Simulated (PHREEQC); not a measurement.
Consider water at 25 °C with 0.0011 mol HF and 0.011 mol H3AsO4 per kg of water. Closed to the air; pH follows from the charge balance.

All values are PHREEQC results (ion-association model, wateq4f.dat), not measurements.

Precipitation was switched off in this run.

Problem. Predict the pH.

Solution. pH 2.27.

Problem. In which forms is F present?

Solution. HF 88 %, F- 12 % of the F.
